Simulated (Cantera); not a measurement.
A perfectly stirred reactor is fed with NO : N₂ = 1 : 14 (molar parts), at 750 Torr; it is held at 2125 K, and followed from long to short residence time.

Computed with Cantera and GRI-Mech 3.0 (53 species, 325 reactions).

### Question
Predict: x(NO) at τ = 1.60 s; x(O₂) at τ = 1.60 s; x(N₂) at τ = 1.60 s; x(NO₂) at τ = 1.60 s; x(O) at τ = 1.60 s; x(NO) at τ = 10.0 ms; x(O₂) at τ = 10.0 ms; x(N₂) at τ = 10.0 ms; x(NO₂) at τ = 10.0 ms; x(O) at τ = 10.0 ms.

### Answer
```json
{
 "x(NO) at τ = 1.60 s": "0.0225",
 "x(O₂) at τ = 1.60 s": "0.0220",
 "x(N₂) at τ = 1.60 s": "0.955",
 "x(NO₂) at τ = 1.60 s": "1.04e-5",
 "x(O) at τ = 1.60 s": "0.000249",
 "x(NO) at τ = 10.0 ms": "0.0662",
 "x(O₂) at τ = 10.0 ms": "0.000189",
 "x(N₂) at τ = 10.0 ms": "0.934",
 "x(NO₂) at τ = 10.0 ms": "7.08e-6",
 "x(O) at τ = 10.0 ms": "5.95e-5"
}
```
